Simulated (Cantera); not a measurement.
A closed system holds: 1 mol SiC, 0.046 mol H₂O, 160 mol N₂, at 2025 K and 0.100 bar.

Method: chemical equilibrium by Gibbs-energy minimisation in Cantera with the NASA 1993 tables (ideal gas, pure condensed phases). Candidate condensed phases: C, C₆H₆, C₇H₈, C₈H₁₈, H₂O, Si, SiC, SiO₂, Si₂N₂O, Si₃N₄; 151 gas species. The tables' values for SiN are old estimates; treat these amounts as uncertain. The numbers say what is thermodynamically allowed, not how fast it happens.

Base state: N₂ 0.999, CO 0.000227, H₂ 0.000218, Si 0.000182, H 8.98e-5, SiO 6.08e-5, HCN 4.60e-5, SiN 1.42e-5 (mole fractions); condensed: SiC(s).

Task: What changes in the equilibrium state with this change: SiC replaced by Si?

Result: 
| species | before | after |
|---|---|---|
| N₂ | 0.999 | 0.999 |
| Si | 0.000182 | 0.000582 |
| SiO | 6.08e-5 | 0.000287 |
| CO | 0.000227 | 0 |
| HCN | 4.60e-5 | 0 |
| Si₂N | 5.69e-6 | 5.79e-5 |
| SiC(s), mol | 0.955 | 0 |
| Si(l), mol | 0 | 0.832 |
